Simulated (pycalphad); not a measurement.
An equivalent pycalphad script:

```python
from pycalphad import Database, equilibrium, calculate, variables as v
import numpy as np
db = Database('COST507.tdb')
comps = ['MN', 'SI', 'VA']
phases = ['BCC_A2', 'CBCC_A12', 'CUB_A13', 'DIAMOND_A4', 'FCC_A1', 'LIQUID', 'MN11SI19', 'MN3SI', 'MN5SI3', 'MN6SI', 'MN9SI2', 'MNSI']
eq = equilibrium(db, comps, phases, {v.X('SI'): 0.136, v.T: np.arange(2350, 499, -75), v.P: 101325, v.N: 1}, output=['HM', 'SM'])
```

Computed with pycalphad from the COST 507 light-alloy database (1999), at 1 atm. No gas phase is included, though pure Mn would boil below 2350 K. These are 1990s assessments: newer ones move some temperatures and phases. Amounts are mole fractions of atoms. Kinetics are ignored, which matters at the lower temperatures.

Results at three of the temperatures:

```
T = 1225.00 K, P = 101325 Pa, N = 1 mol of atoms
G = -75043 J/mol, H = 23131 J/mol, S = 80.14 J/(mol K)  (SER reference)
chemical potentials (J/mol): Mn -67589, Si -122397
phase             fraction      x(Mn)      x(Si)
CUB_A13             0.9352     0.8667     0.1333
MN9SI2              0.0648     0.8250     0.1750
```

```
T = 1150.00 K, P = 101325 Pa, N = 1 mol of atoms
G = -69128 J/mol, H = 20059 J/mol, S = 77.55 J/(mol K)  (SER reference)
chemical potentials (J/mol): Mn -61327, Si -118685
phase             fraction      x(Mn)      x(Si)
CUB_A13             0.7857     0.8746     0.1254
MN9SI2              0.2143     0.8250     0.1750
```

```
T = 1000.00 K, P = 101325 Pa, N = 1 mol of atoms
G = -57911 J/mol, H = 13985 J/mol, S = 71.90 J/(mol K)  (SER reference)
chemical potentials (J/mol): Mn -49367, Si -112194
phase             fraction      x(Mn)      x(Si)
CUB_A13             0.5747     0.8929     0.1071
MN9SI2              0.4253     0.8250     0.1750
```

Changes of the phase set, refined by bisection:

```tsv
T (K)	phases above	phases below
1388.9	LIQUID	CUB_A13 + LIQUID
1319.1	CUB_A13 + LIQUID	CUB_A13
1253.8	CUB_A13	CUB_A13 + MN9SI2
918 ± 1	CUB_A13 + MN9SI2	CUB_A13 + MN6SI
870.6	CUB_A13 + MN6SI	CBCC_A12 + MN6SI
```

Database names, with the compositions (at.%) that they take in these runs: MN9SI2: Mn 82 Si 18; MN6SI: Mn 85 Si 15. CBCC_A12 is α-Mn; CUB_A13 is β-Mn.
